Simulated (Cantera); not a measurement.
Feed: 1 mol HgO, 0.37 mol O2, 0.17 mol N2, equilibrated at 1350 K and 29.0 Pa.

Cantera equilibrium calculation (NASA polynomials, part measured and part estimated; ideal gas, pure solids and liquids). Candidate condensed phases: Hg, HgO; 10 gas species. Kinetics and transport are ignored.

Base state: Hg 0.490, O2 0.426, N2 0.0832, NO 0.000251, O 1.62e-5 (mole fractions); condensed: gas only.

Problem. What changes in the equilibrium state with this change: temperature from 1350 K to 475 K?

Solution. 
```
species        before  after
-----------  --------  -----
O2              0.426  0.523
Hg              0.490  0.308
N2             0.0832  0.169
NO           0.000251  <1e-9
O             1.62e-5  <1e-9
HgO(s), mol         0  0.691
```
